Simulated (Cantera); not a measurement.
A closed system holds: 1 mol CuO, 1.4 mol CH₄, 0.19 mol N₂, held at 21.0 mbar.

These are equilibrium values from Cantera (NASA tables, ideal gas, pure condensed phases), not measurements of a reactor. Candidate condensed phases: C, C₆H₆, C₇H₈, C₈H₁₈, Cu, CuO, Cu(OH)₂, Cu₂O, H₂O; 139 gas species. Kinetics and transport are ignored. All values below are at 2423 K.

Base state: H₂ 0.487, CO 0.192, Cu 0.192, H 0.0854, N₂ 0.0324, HCN 0.00729, C₂H₂ (acetylene) 0.00377, HNC 0.000779 (mole fractions); condensed: C(graphite).

Problem. What changes in the equilibrium state with this change: pressure from 21.0 mbar to 77.0 Pa?

Solution. 
| species | before | after |
|---|---|---|
| H | 0.0854 | 0.343 |
| H₂ | 0.487 | 0.288 |
| CO | 0.192 | 0.166 |
| Cu | 0.192 | 0.166 |
| N₂ | 0.0324 | 0.0285 |
| Cu₂ | 9.38e-5 | 2.58e-6 |
| C₃ | 6.87e-6 | 0.000187 |
| C(graphite), mol | 0.317 | 0.330 |
